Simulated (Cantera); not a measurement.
Mixture: CH4 : C2H6 : C3H8 : O2 : N2 = 1 : 0.088 : 0.2 : 7.19 : 27 (molar parts), equivalence ratio 0.46, at 1.00 bar, adiabatic and at constant volume. Ignition delay is the time to a rise of 400 K.

Cantera simulation using GRI-Mech 3.0 (53 species, 325 reactions); the numbers are that mechanism's predictions, not measurements. GRI-Mech 3.0 was tuned for natural gas; its chemistry of propane as a main component is partial and can be far from experiment.

**Question.** Predict: delay at 1125 K; delay at 1275 K; delay at 1425 K; delay at 1575 K; delay at 1725 K; apparent activation energy between 1650 and 1800 K.

**Answer.** 
- delay at 1125 K: 15.8 ms
- delay at 1275 K: 1.36 ms
- delay at 1425 K: 0.209 ms
- delay at 1575 K: 58.5 µs
- delay at 1725 K: 24.8 µs
- apparent activation energy between 1650 and 1800 K: 120 kJ/mol
